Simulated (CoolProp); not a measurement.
A single-stage vapour-compression cycle with R125: evaporating at 239.15 K (dew point), condensing at 277.15 K (bubble point), superheat 0 K, subcooling 2 K, compressor efficiency 0.75, no pressure losses. Each further row changes one setting.

Values from CoolProp's reference Helmholtz-energy equation of state, Lemmon 2005.

| case | cooling COP | pressure ratio | discharge temperature (K) | refrigerating effect (kJ/kg) | volumetric capacity (kJ/m³) |
|---|---|---|---|---|---|
| as stated | [?] | 3.94 | 287.8 | 113 | 1410 |
| evaporating temperature 244.15 K | [?] | 3.20 | 286.0 | 116 | 1760 |
| condensing temperature 272.15 K | [?] | 3.37 | 281.9 | 119 | 1490 |
| subcooling 7 K | [?] | 3.94 | 287.8 | 119 | 1490 |
| superheat 10 K | 3.91 | 3.94 | 298.0 | 120 | 1430 |
| compressor efficiency 0.65 | 3.36 | 3.94 | 292.8 | 113 | 1410 |

Q: What belongs in the gaps?

A: 
- as stated, cooling COP: 3.87
- evaporating temperature 244.15 K, cooling COP: 4.67
- condensing temperature 272.15 K, cooling COP: 4.62
- subcooling 7 K, cooling COP: 4.09
